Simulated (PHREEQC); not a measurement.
# Buffer: an equilibrium model

A solution holds 1.14 mmol/kgw NaHCO3, 5.4 mmol/kgw Na2SO4 and 0.56 mmol/kgw KCl, at 85 °C. Closed to the air; pH follows from the charge balance.

Computed with PHREEQC (ion-association model, wateq4f.dat).

This is a speciation only: nothing precipitates in the calculation.

Question: What pH does the model give?

Answer: pH 7.75.

Question: In which forms is Na present?

Answer: Na+ 98 %, NaSO4- 1.9 % of the Na.

Complexes and solids missing from the database can't appear. Away from 25 °C the constants follow the database's enthalpies or fits; those with neither stay at their 25 °C values.
